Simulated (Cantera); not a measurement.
A closed system holds: 1 mol C2F6, 0.035 mol HCl, 0.071 mol H2, equilibrated at 728 Torr.

Method: chemical equilibrium by Gibbs-energy minimisation in Cantera with the NASA 1993 tables (ideal gas, pure condensed phases). Candidate condensed phases: C, C6H6, C7H8, C8H18; 118 gas species. The feed counts by its element totals alone. The tables' values for C2F4 are old estimates; treat these amounts as uncertain. Gases not in the tables: C2F6 and larger saturated fluorocarbons. Kinetics and transport are ignored.

x: gas mole fraction; n: condensed amount in mol.

```csv
T (K),x CF4,x F,x CF2,x HF,x CF,x CF3,x Cl,n C(graphite)
1925,0.867,0.000531,0.00553,0.105,1.67e-6,0.00155,0.0151,0.537
2025,0.857,0.00141,0.0129,0.105,7.38e-6,0.00308,0.0169,0.531
2125,0.839,0.00340,0.0274,0.104,2.81e-5,0.00568,0.0179,0.519
2225,0.806,0.00753,0.0539,0.102,9.44e-5,0.00974,0.0184,0.496
2325,0.752,0.0155,0.0983,0.0991,0.000282,0.0155,0.0184,0.456
2425,[?],[?],[?],0.0942,[?],[?],0.0178,[?]
2525,0.553,0.0526,0.257,0.0873,0.00185,0.0308,0.0167,0.292
2625,0.414,0.0871,0.363,0.0786,0.00410,0.0371,0.0152,0.156
2725,0.274,0.134,0.461,0.0692,0.00812,0.0393,0.0135,0
2825,[?],[?],0.459,[?],[?],0.0375,[?],0
2925,0.105,0.328,0.455,0.0538,0.0160,0.0315,0.0105,0
3025,0.0457,0.404,0.444,0.0477,0.0258,0.0231,0.00936,0
3125,0.0171,0.450,0.421,0.0440,0.0428,0.0153,0.00866,0
3225,0.00610,0.484,0.381,0.0415,0.0672,0.00967,0.00817,0
```

Task: Some entries are withheld; supply them.

Result: 
- 2825, x CF4: 0.191
- 2825, x F: 0.228
- 2825, x HF: 0.0618
- 2825, x CF: 0.0108
- 2825, x Cl: 0.0121
- 2425, x CF4: 0.668
- 2425, x F: 0.0296
- 2425, x CF2: 0.166
- 2425, x CF: 0.000761
- 2425, x CF3: 0.0229
- 2425, n C(graphite): 0.391
